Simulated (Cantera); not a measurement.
Mixture: CO : H₂ : CH₄ : O₂ : N₂ : H₂O = 1 : 1.3 : 0.1 : 0.964 : 3.63 : 0.63 (molar parts), equivalence ratio 1.4, at 6600 Torr, adiabatic and at constant volume. Ignition delay is the time to a rise of 400 K.

Computed with Cantera and GRI-Mech 3.0 (53 species, 325 reactions).

Problem. What does this change do: pressure from 6600 Torr to 24800 Torr?

Solution. 
| quantity | before | after |
|---|---|---|
| delay at 1125 K | 0.426 ms | 0.293 ms |
| delay at 1325 K | 13.3 µs | 16.9 µs |
| delay at 1525 K | 2.82 µs | 1.86 µs |
| delay at 1725 K | 1.35 µs | 0.500 µs |
| delay at 1925 K | 0.824 µs | 0.243 µs |
| apparent activation energy between 1725 and 1925 K | 68 kJ/mol | 99 kJ/mol |
The pressure lies above the range GRI-Mech 3.0 was tuned for (to about 10 atm).

Problem. What does this change do: 0.25 parts CO2 added?

Solution. 
```csv
quantity,before,after
delay at 1125 K,0.426 ms,0.446 ms
delay at 1325 K,13.3 µs,13.9 µs
delay at 1525 K,2.82 µs,2.95 µs
delay at 1725 K,1.35 µs,1.41 µs
delay at 1925 K,0.824 µs,0.870 µs
apparent activation energy between 1725 and 1925 K,68 kJ/mol,67 kJ/mol
```
Where the delays flatten at high temperature, the 400 K rule measures the pace of heat release, not the induction time.

Problem. What does this change do: pressure from 6600 Torr to 683 Torr?

Solution. 
```
quantity           before     after
---------------  --------  --------
delay at 1125 K  0.426 ms  0.164 ms
delay at 1325 K   13.3 µs   44.4 µs
delay at 1525 K   2.82 µs   21.6 µs
delay at 1725 K   1.35 µs   14.7 µs
delay at 1925 K  0.824 µs   13.0 µs
```
Where the delays flatten at high temperature, the 400 K rule measures the pace of heat release, not the induction time.
